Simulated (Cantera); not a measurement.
**AlCl3 + N2O + H2 (aluminium nitride and oxide growth)**

Charge: 1 mol AlCl3, a varied amount of N2O, 100 mol H2, equilibrated at 1825 K and 0.00133 bar.

Method: chemical equilibrium by Gibbs-energy minimisation in Cantera with the NASA 1993 tables (ideal gas, pure condensed phases). Candidate condensed phases: Al, AlCl3, AlN, Al2O3, H2O, NH4Cl; 45 gas species. Kinetics and transport are ignored.

| n(N2O) (mol) | x H2 | x N2 | x H2O | x HCl | x H | x AlCl | x Cl | n Al2O3(s) |
|---|---|---|---|---|---|---|---|---|
| 1.6 | 0.942 | 0.0154 | 0.00198 | 0.0280 | 0.0117 | 0.000670 | 0.000265 | 0.464 |
| 4.4 | 0.892 | 0.0413 | 0.0272 | 0.0279 | 0.0114 | 1.25e-5 | 0.000272 | 0.499 |
| 7.2 | 0.843 | 0.0659 | 0.0521 | 0.0272 | 0.0111 | 4.33e-6 | 0.000272 | 0.500 |
| 10 | 0.797 | 0.0892 | 0.0757 | 0.0265 | 0.0108 | 2.28e-6 | 0.000273 | 0.500 |
| 13 | 0.751 | 0.113 | 0.0998 | 0.0258 | 0.0105 | 1.38e-6 | 0.000274 | 0.500 |
| 16 | 0.706 | 0.135 | 0.123 | 0.0251 | 0.0101 | 9.29e-7 | 0.000275 | 0.500 |
| 18 | 0.678 | 0.150 | 0.137 | 0.0247 | 0.00993 | 7.41e-7 | 0.000276 | 0.500 |
| 21 | 0.637 | 0.171 | 0.158 | 0.0241 | 0.00963 | 5.48e-7 | 0.000278 | 0.500 |
| 24 | 0.598 | 0.190 | 0.178 | 0.0235 | 0.00933 | 4.20e-7 | 0.000280 | 0.500 |
| 27 | 0.561 | 0.209 | 0.197 | 0.0230 | 0.00903 | 3.31e-7 | 0.000282 | 0.500 |
| 30 | 0.526 | 0.227 | 0.215 | 0.0224 | 0.00875 | 2.65e-7 | 0.000284 | 0.500 |
x: gas mole fraction; n: condensed amount in mol.

From 1.6 mol N2O to 30 mol N2O the condensed part is Al2O3(s). The main Al-bearing gas is AlCl throughout.
